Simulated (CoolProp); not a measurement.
Vapour-liquid equilibrium of n-butane (1) + R113 (2) at 392.9 K; x and y are mole fractions of (1).

Model: multi-fluid Helmholtz-energy mixture model, Bücker 2006 and Marx 1992; pair parameters Bell 2016, in CoolProp.

Problem. Give the bubble pressure and the first vapour's composition at x = 0.05, 0.2, 0.95. Is there an azeotrope?

Solution. x = 0.05: 0.7566 MPa, y = 0.131; x = 0.2: 0.9898 MPa, y = 0.400; x = 0.95: 2.120 MPa, y = 0.971. No azeotrope shows between x = 0.05 and 0.95.

The pair parameters rest on a limited set of measurements; away from them the model extrapolates. The gap from Raoult's law changes sign with composition, which may be real or a fault of the pair parameters; it wasn't checked against measurements.
